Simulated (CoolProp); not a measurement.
The fluid at 293.15 K and 5.25 MPa is throttled through a valve to 0.655 MPa with no heat exchange. The same conditions are run with several fluids, on thermodynamics alone (safety and materials aside).

Computed with CoolProp (reference Helmholtz-energy equation of state of each fluid (CF4 (R14): Platzer 1990; carbon monoxide: Lemmon 2006; fluorine: de Reuck 1990; methane: Setzmann 1991; normal hydrogen: Leachman 2009)). The equations of Platzer and Polt are older, rougher fits.

```tsv
fluid	temperature change (K)	final density (kg/m³)
CF4 (R14)	-29.7	27.3
carbon monoxide	-11.2	7.85
fluorine	-8.9	10.6
methane	-21.5	4.73
normal hydrogen	+1.4	0.537
```
